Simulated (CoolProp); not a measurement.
Aqueous methanol as a coolant, 30 % by mass, freezing at -25.7 °C, 1 atm.

Computed with CoolProp (Melinder's fits for secondary coolants).

```csv
T (°C),density (kg/m³),Prandtl number,cp (kJ/(kg K)),viscosity (mPa s)
-21.7,…,94.0,3.669,10.3
-12,964.6,…,…,6.20
-2.3,961.1,…,3.852,…
7.5,957.2,25.2,3.923,2.72
17.2,…,18.1,3.975,1.95
26.9,948.0,13.4,4.007,1.46
36.6,942.8,…,…,1.13
```

What belongs in the gaps?


- -21.7, density (kg/m³): 967.6
- -12, Prandtl number: 57.2
- -12, cp (kJ/(kg K)): 3.767
- -2.3, Prandtl number: 37.1
- -2.3, viscosity (mPa s): 4.00
- 17.2, density (kg/m³): 952.8
- 36.6, Prandtl number: 10.2
- 36.6, cp (kJ/(kg K)): 4.017
